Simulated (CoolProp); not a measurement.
R1224YDZ along the isobar 11.6 bar: fugacity coefficient from the reference equation and from simpler models built on Tc = 428.7 K, pc = 33.34 bar, ω = 0.325; each cubic takes its own stable root.

Values from CoolProp's reference Helmholtz-energy equation of state, Akasaka 2023.

```json
[
 {"T (K)": "222.6", "phase": "liquid", "reference": "0.002903", "Soave-Redlich-Kwong": "0.002999", "Peng-Robinson": "0.003195"},
 {"T (K)": "239.3", "phase": "liquid", "reference": "0.008683", "Soave-Redlich-Kwong": "0.008855", "Peng-Robinson": "0.009204"},
 {"T (K)": "256", "phase": "liquid", "reference": "0.02177", "Soave-Redlich-Kwong": "0.02207", "Peng-Robinson": "0.02252"},
 {"T (K)": "272.7", "phase": "liquid", "reference": "0.04737", "Soave-Redlich-Kwong": "0.04799", "Peng-Robinson": "0.04826"},
 {"T (K)": "289.4", "phase": "liquid", "reference": "0.09192", "Soave-Redlich-Kwong": "0.09325", "Peng-Robinson": "0.09280"},
 {"T (K)": "306.1", "phase": "liquid", "reference": "0.1623", "Soave-Redlich-Kwong": "0.1651", "Peng-Robinson": "0.1630"},
 {"T (K)": "322.8", "phase": "liquid", "reference": "0.2649", "Soave-Redlich-Kwong": "0.2701", "Peng-Robinson": "0.2653"},
 {"T (K)": "339.5", "phase": "liquid", "reference": "0.4044", "Soave-Redlich-Kwong": "0.4134", "Peng-Robinson": "0.4046"},
 {"T (K)": "356.2", "phase": "liquid", "reference": "0.5833", "Soave-Redlich-Kwong": "0.5966", "Peng-Robinson": "0.5828"},
 {"T (K)": "389.6", "phase": "gas", "reference": "0.8339", "Soave-Redlich-Kwong": "0.8390", "Peng-Robinson": "0.8270"},
 {"T (K)": "406.3", "phase": "gas", "reference": "0.8572", "Soave-Redlich-Kwong": "0.8602", "Peng-Robinson": "0.8484"},
 {"T (K)": "423", "phase": "gas", "reference": "0.8762", "Soave-Redlich-Kwong": "0.8782", "Peng-Robinson": "0.8666"},
 {"T (K)": "439.7", "phase": "gas", "reference": "0.8920", "Soave-Redlich-Kwong": "0.8937", "Peng-Robinson": "0.8824"},
 {"T (K)": "456.4", "phase": "gas", "reference": "0.9053", "Soave-Redlich-Kwong": "0.9071", "Peng-Robinson": "0.8961"},
 {"T (K)": "473.1", "phase": "gas", "reference": "0.9166", "Soave-Redlich-Kwong": "0.9187", "Peng-Robinson": "0.9080"}
]
```
